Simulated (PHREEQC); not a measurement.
Make-up at 22 °C: 105 mmol/kgw Zn(NO3)2. Closed to the air; pH follows from the charge balance.

All values are PHREEQC results (ion-association model, phreeqc.dat), not measurements.

Question: The ionic strength comes out as 0.315 mol/kgw. What activity coefficients do Zn+2, NO3-, ZnOH+, H+ get?

Answer: Zn+2 0.26, NO3- 0.66, ZnOH+ 0.73, H+ 0.78.

Precipitation was switched off in this run.
